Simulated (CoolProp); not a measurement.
Chlorine at 298.15 K and 3.37 MPa is throttled through a valve to 1.81 MPa with no heat exchange. Each further row changes one setting.

Computed with CoolProp (reference Helmholtz-energy equation of state, Thol 2021).

| case | temperature change (K) | final phase | final density (kg/m³) |
|---|---|---|---|
| as stated | (withheld) | liquid | (withheld) |
| outlet pressure 0.543 MPa | -12.6 | (withheld) | (withheld) |
| outlet pressure 2.35 MPa | +0.3 | liquid | 1400 |

Task: Complete the blanks.

Result: 
- as stated, temperature change (K): +0.4
- as stated, final density (kg/m³): 1390
- outlet pressure 0.543 MPa, final phase: two-phase, vapour fraction 0.051
- outlet pressure 0.543 MPa, final density (kg/m³): 284
